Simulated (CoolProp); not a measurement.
Computed with CoolProp (reference Helmholtz-energy equation of state, McLinden 2015).

Task: For the fluoroketone C6F12O (FK-5-1-12), give the phase and the Z, cp (kJ/(kg K)), expansivity (1/kK) at 122.95 °C and 2.26 MPa; 147.55 °C and 2.26 MPa.

Result: 
- 122.95 °C and 2.26 MPa: liquid; Z 0.171, cp 1.23, expansivity 3.69
- 147.55 °C and 2.26 MPa: liquid; Z 0.180, cp 1.32, expansivity 5.86
